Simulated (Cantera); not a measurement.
Input (Python, Cantera):

```python
import numpy as np
import cantera as ct

gas = ct.Solution("h2o2.yaml")
gas.TPX = 850, 100000, {'H2': 0.44, 'O2': 1, 'N2': 5.8}
reactor = ct.IdealGasConstPressureReactor(gas, energy="off", clone=False)
net = ct.ReactorNet([reactor])
net.rtol, net.atol = 1e-08, 1e-18
show = ['H2', 'O2', 'HO2', 'H2O', 'O', 'H']
times = np.geomspace(1e-06, 200, 13)

steps = ct.SolutionArray(gas, extra=["t"])
rows = []
print(f"{'t/s':>10s}{'T/K':>9s}{'P/Pa':>11s}" + "".join(f"{s:>11s}" for s in show))
for t in times:
    while net.time < t:
        t_next = net.step()
        steps.append(gas.state, t=t_next)
    rows.append([np.interp(t, steps.t, y) for y in (steps.T, steps.P, *steps(*show).X.T)])
    print(f"{t:10.3e}{rows[-1][0]:9.1f}{rows[-1][1]:11.4g}" + "".join(f"{x:11.3e}" for x in rows[-1][2:]))
rate = np.gradient(steps.T, steps.t)
print("integrator steps:", len(steps.t))
if steps.T.max() > steps.T[0] + 200:
    print(f"time of steepest temperature rise: {steps.t[rate.argmax()]:.4e} s")
gas.TPX = 850, 100000, {'H2': 0.44, 'O2': 1, 'N2': 5.8}
gas.equilibrate("TP")
print(f"equilibrium (TP): T = {gas.T:.1f} K  " + "  ".join(f"{s} {gas[s].X[0]:.3e}" for s in show))
```

Result:

```
       t/s      T/K       P/Pa         H2         O2        HO2        H2O          O          H
 1.000e-06    850.0      1e+05  6.077e-02  1.381e-01  5.230e-14  1.059e-16  5.224e-16  4.423e-14
 4.918e-06    850.0      1e+05  6.077e-02  1.381e-01  3.133e-13  6.656e-15  9.348e-15  1.608e-13
 2.418e-05    850.0      1e+05  6.077e-02  1.381e-01  2.112e-12  1.693e-13  7.467e-14  3.266e-13
 1.189e-04    850.0      1e+05  6.077e-02  1.381e-01  1.278e-11  1.792e-12  1.403e-13  4.017e-13
 5.848e-04    850.0      1e+05  6.077e-02  1.381e-01  6.673e-11  1.058e-11  1.426e-13  4.058e-13
 2.876e-03    850.0      1e+05  6.077e-02  1.381e-01  3.329e-10  5.464e-11  1.470e-13  4.181e-13
 1.414e-02    850.0      1e+05  6.077e-02  1.381e-01  1.663e-09  2.925e-10  1.692e-13  4.814e-13
 6.955e-02    850.0      1e+05  6.077e-02  1.381e-01  8.867e-09  2.160e-09  3.042e-13  8.655e-13
 3.420e-01    850.0      1e+05  6.077e-02  1.381e-01  8.392e-08  6.133e-08  2.160e-12  6.147e-12
 1.682e+00    850.0      1e+05  6.074e-02  1.381e-01  1.664e-06  2.330e-05  1.367e-10  3.908e-10
 8.270e+00    850.0      1e+05  4.798e-02  1.322e-01  1.209e-05  1.268e-02  6.296e-09  1.679e-08
 4.067e+01    850.0      1e+05  1.560e-03  1.118e-01  2.568e-06  6.104e-02  3.775e-09  6.188e-10
 2.000e+02    850.0      1e+05  3.345e-05  1.111e-01  1.076e-07  6.264e-02  4.123e-11  1.174e-12
integrator steps: 1513
equilibrium (TP): T = 850.0 K  H2 8.685e-14  O2 1.111e-01  HO2 2.722e-11  H2O 6.268e-02  O 2.488e-13  H 6.078e-18
```

Cantera simulation using the H2/O2 subset of GRI-Mech 3.0, which has no nitrogen chemistry; the numbers are that mechanism's predictions, not measurements. Below about 950 K walls govern HO2 and H2O2 in real vessels. The temperature is held fixed by assumption; the heat of reaction is taken as removed at once.
